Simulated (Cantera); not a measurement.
A perfectly stirred reactor is fed with H2 : O2 : N2 = 1.4 : 1 : 4.8 (molar parts), at 97.5 Torr; it is held at 1125 K, and followed from long to short residence time.

Model: the H2/O2 subset of GRI-Mech 3.0, which has no nitrogen chemistry, integrated in Cantera. The temperature is held fixed by assumption; the heat of reaction is taken as removed at once.

One state of this run: x H2 = 0.000617; x O2 = 0.0463; x HO2 = 5.14e-6; x OH = 0.000319; x O = 0.000116. x: mole fraction; the columns are a selection and need not sum to one.

Problem. Which value of τ (s) does it belong to?
A) 0.00029
B) 0.31
C) 0.85
D) 0.0058

Solution. C, 0.85
